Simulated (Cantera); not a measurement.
An isothermal, constant-pressure homogeneous reactor starts with NO : N2 = 1 : 3.3 (molar parts), at 1723 K and 20.0 Torr. Integrator tolerance rtol = 1e-08.

Cantera simulation using GRI-Mech 3.0 (53 species, 325 reactions); the numbers are that mechanism's predictions, not measurements. Radical loss at walls, strong at low pressure, is not modelled.

### Question
What does this change do: N2 3.3 to 5.9 parts?

### Answer
```json
[
 {"quantity": "x(NO) at 300 s", "before": "0.127 (gas-phase equilibrium 0.00249)", "after": "0.0954 (gas-phase equilibrium 0.00201)"},
 {"quantity": "x(O2) at 300 s", "before": "0.0529 (gas-phase equilibrium 0.115)", "after": "0.0247 (gas-phase equilibrium 0.0714)"},
 {"quantity": "x(O) at 300 s", "before": "8.30e-5 (gas-phase equilibrium 0.000119)", "after": "5.73e-5 (gas-phase equilibrium 9.36e-5)"},
 {"quantity": "x(NO2) at 300 s", "before": "3.05e-5 (gas-phase equilibrium 8.90e-7)", "after": "1.58e-5 (gas-phase equilibrium 5.67e-7)"},
 {"quantity": "x(N2) at 300 s", "before": "0.820 (gas-phase equilibrium 0.882)", "after": "0.880 (gas-phase equilibrium 0.926)"},
 {"quantity": "x(N2O) at 300 s", "before": "5.25e-6 (gas-phase equilibrium 2.50e-8)", "after": "3.14e-6 (gas-phase equilibrium 2.07e-8)"}
]
```

### Question
What does this change do: temperature 1723 to 1548 K?

### Answer
```
quantity                                           before                                    after
---------------  ----------------------------------------  ---------------------------------------
x(NO) at 300 s      0.127 (gas-phase equilibrium 0.00249)    0.218 (gas-phase equilibrium 0.00121)
x(O2) at 300 s       0.0529 (gas-phase equilibrium 0.115)    0.00730 (gas-phase equilibrium 0.116)
x(O) at 300 s    8.30e-5 (gas-phase equilibrium 0.000119)  4.71e-6 (gas-phase equilibrium 1.60e-5)
x(NO2) at 300 s   3.05e-5 (gas-phase equilibrium 8.90e-7)  3.11e-5 (gas-phase equilibrium 6.81e-7)
x(N2) at 300 s        0.820 (gas-phase equilibrium 0.882)      0.775 (gas-phase equilibrium 0.883)
x(N2O) at 300 s   5.25e-6 (gas-phase equilibrium 2.50e-8)  1.53e-5 (gas-phase equilibrium 1.27e-8)
```

### Question
What does this change do: NO 1 to 9 parts?

### Answer
| quantity | before | after |
|---|---|---|
| x(NO) at 300 s | 0.127 (gas-phase equilibrium 0.00249) | 0.190 (gas-phase equilibrium 0.00375) |
| x(O2) at 300 s | 0.0529 (gas-phase equilibrium 0.115) | 0.271 (gas-phase equilibrium 0.364) |
| x(O) at 300 s | 8.30e-5 (gas-phase equilibrium 0.000119) | 0.000185 (gas-phase equilibrium 0.000211) |
| x(NO2) at 300 s | 3.05e-5 (gas-phase equilibrium 8.90e-7) | 0.000104 (gas-phase equilibrium 2.38e-6) |
| x(N2) at 300 s | 0.820 (gas-phase equilibrium 0.882) | 0.539 (gas-phase equilibrium 0.632) |
| x(N2O) at 300 s | 5.25e-6 (gas-phase equilibrium 2.50e-8) | 9.93e-6 (gas-phase equilibrium 3.19e-8) |
